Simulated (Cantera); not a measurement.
An adiabatic, constant-volume homogeneous reactor starts with H₂ : O₂ : N₂ = 1 : 0.25 : 0.94 (molar parts), at 1525 K and 2930 Torr. Integrator tolerance rtol = 1e-08.

Detailed kinetics in Cantera: GRI-Mech 3.0 (53 species, 325 reactions). The hydrogen kinetics of GRI-Mech 3.0 are dated; newer H2 mechanisms differ, most at raised pressure. Above 3000 K some thermodynamic fits are extrapolated.

Problem. What does this change do: initial temperature 1525 to 1148 K?

Solution. 
```csv
quantity,before,after
time of steepest temperature rise,3.38 µs,39.1 µs
temperature at 0.200 s,3077 K,2938 K
equilibrium temperature,3077 K,2938 K
x(H₂) at 0.200 s,0.242 (gas-phase equilibrium 0.242),0.248 (gas-phase equilibrium 0.248)
x(O₂) at 0.200 s,0.000438 (gas-phase equilibrium 0.000438),0.000145 (gas-phase equilibrium 0.000145)
x(OH) at 0.200 s,0.0125 (gas-phase equilibrium 0.0125),0.00679 (gas-phase equilibrium 0.00679)
x(O) at 0.200 s,0.00115 (gas-phase equilibrium 0.00115),0.000368 (gas-phase equilibrium 0.000368)
x(HO₂) at 0.200 s,1.19e-6 (gas-phase equilibrium 1.19e-6),4.35e-7 (gas-phase equilibrium 4.35e-7)
x(H) at 0.200 s,0.0368 (gas-phase equilibrium 0.0368),0.0217 (gas-phase equilibrium 0.0217)
```

Problem. What does this change do: pressure from 2930 Torr to 760 Torr?

Solution. 
| quantity | before | after |
|---|---|---|
| time of steepest temperature rise | 3.38 µs | 12.8 µs |
| temperature at 0.200 s | 3077 K | 2949 K |
| equilibrium temperature | 3077 K | 2949 K |
| x(H₂) at 0.200 s | 0.242 (gas-phase equilibrium 0.242) | 0.237 (gas-phase equilibrium 0.237) |
| x(O₂) at 0.200 s | 0.000438 (gas-phase equilibrium 0.000438) | 0.000739 (gas-phase equilibrium 0.000739) |
| x(OH) at 0.200 s | 0.0125 (gas-phase equilibrium 0.0125) | 0.0151 (gas-phase equilibrium 0.0151) |
| x(O) at 0.200 s | 0.00115 (gas-phase equilibrium 0.00115) | 0.00193 (gas-phase equilibrium 0.00193) |
| x(HO₂) at 0.200 s | 1.19e-6 (gas-phase equilibrium 1.19e-6) | 9.74e-7 (gas-phase equilibrium 9.74e-7) |
| x(H) at 0.200 s | 0.0368 (gas-phase equilibrium 0.0368) | 0.0493 (gas-phase equilibrium 0.0493) |

Problem. What does this change do: pressure from 2930 Torr to 12800 Torr?

Solution. 
| quantity | before | after |
|---|---|---|
| time of steepest temperature rise | 3.38 µs | 0.926 µs |
| temperature at 0.200 s | 3077 K | 3200 K |
| equilibrium temperature | 3077 K | 3200 K |
| x(H₂) at 0.200 s | 0.242 (gas-phase equilibrium 0.242) | 0.248 (gas-phase equilibrium 0.248) |
| x(O₂) at 0.200 s | 0.000438 (gas-phase equilibrium 0.000438) | 0.000212 (gas-phase equilibrium 0.000212) |
| x(OH) at 0.200 s | 0.0125 (gas-phase equilibrium 0.0125) | 0.00926 (gas-phase equilibrium 0.00926) |
| x(O) at 0.200 s | 0.00115 (gas-phase equilibrium 0.00115) | 0.000556 (gas-phase equilibrium 0.000556) |
| x(HO₂) at 0.200 s | 1.19e-6 (gas-phase equilibrium 1.19e-6) | 1.25e-6 (gas-phase equilibrium 1.25e-6) |
| x(H) at 0.200 s | 0.0368 (gas-phase equilibrium 0.0368) | 0.0248 (gas-phase equilibrium 0.0248) |
The pressure lies above the range GRI-Mech 3.0 was tuned for (to about 10 atm).
